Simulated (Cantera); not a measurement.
## HF + H2O + H2 (abatement and gas-phase synthesis)

Feed: 1 mol HF, 0.54 mol H2O, 0.11 mol H2, equilibrated at 0.000290 bar.

These are equilibrium values from Cantera (NASA tables, ideal gas, pure condensed phases), not measurements of a reactor. Candidate condensed phases: H2O; 22 gas species. Equilibrium is a limit: real reactors are often held back by kinetics, nucleation or transport.

From 1673 K to 2023 K nothing is condensed.

```tsv
T (K)	x HF	x H2O	x H2	x H	x OH	x O2	x O	x F
1673	0.605	0.326	0.0660	0.00172	0.000409	1.92e-5	8.60e-6	1.33e-6
1723	0.605	0.326	0.0657	0.00274	0.000746	5.50e-5	2.48e-5	2.82e-6
1773	0.604	0.325	0.0654	0.00427	0.00131	0.000148	6.71e-5	5.74e-6
1823	0.603	0.323	0.0651	0.00649	0.00224	0.000374	0.000171	1.12e-5
1873	0.601	0.319	0.0653	0.00969	0.00367	0.000881	0.000412	2.11e-5
1923	0.598	0.313	0.0663	0.0142	0.00578	0.00190	0.000926	3.82e-5
1973	0.594	0.303	0.0686	0.0208	0.00869	0.00369	0.00193	6.61e-5
2023	0.587	0.288	0.0724	0.0300	0.0124	0.00641	0.00374	0.000110
```
x: gas mole fraction; nothing condenses.
